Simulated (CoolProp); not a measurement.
Cyclopentane along the isobar 3.99 MPa: fugacity coefficient from the reference equation and from simpler models built on Tc = 238.6 °C, pc = 4.583 MPa, ω = 0.202; each cubic takes its own stable root.

The numbers come from the reference Helmholtz-energy equation of state, Gedanitz 2015 in CoolProp.

```
T (°C)   phase  reference
------  ------  ---------
-64.35  liquid   6.127e-5
-52.35  liquid  0.0001675
-40.45  liquid  0.0004037
-28.55  liquid  0.0008811
-16.55  liquid   0.001777
-4.65   liquid   0.003313
7.35    liquid   0.005826
19.25   liquid   0.009656
31.15   liquid    0.01526
43.15   liquid    0.02319
55.05   liquid    0.03384
67.05   liquid    0.04790
78.95   liquid    0.06565
90.85   liquid    0.08762
102.85  liquid     0.1144
114.75  liquid     0.1460
```

Task: How far does each simpler model (van der Waals, Redlich-Kwong, Soave-Redlich-Kwong, Peng-Robinson) lie from the reference over these 16 states: mean and median of the absolute difference, and the worst?

Result: 
- van der Waals: mean 2503.7 %, median 702.7 %, worst +15237.0 % at -64.35 °C and 3.99 MPa
- Redlich-Kwong: mean 61.9 %, median 62.3 %, worst +89.7 % at -52.35 °C and 3.99 MPa
- Soave-Redlich-Kwong: mean 2.1 %, median 2.2 %, worst -3.8 % at -52.35 °C and 3.99 MPa
- Peng-Robinson: mean 2.3 %, median 0.9 %, worst +11.1 % at -64.35 °C and 3.99 MPa
